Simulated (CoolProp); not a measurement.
Propylene at several states: density (kg/m³) from the reference equation and from simpler models built on Tc = 364.2 K, pc = 4555 kPa, ω = 0.146; each cubic takes its own stable root.

Computed with CoolProp (reference Helmholtz-energy equation of state, Lemmon 2013).

```tsv
T (K)	p (kPa)	phase	reference	Redlich-Kwong	Soave-Redlich-Kwong	Peng-Robinson
322.1	18700	liquid	518.1	484.8	489.5	548.8
177	3090	liquid	669.4	623.9	626.9	704.9
446.9	881	gas	10.34	10.35	10.32	10.39
```
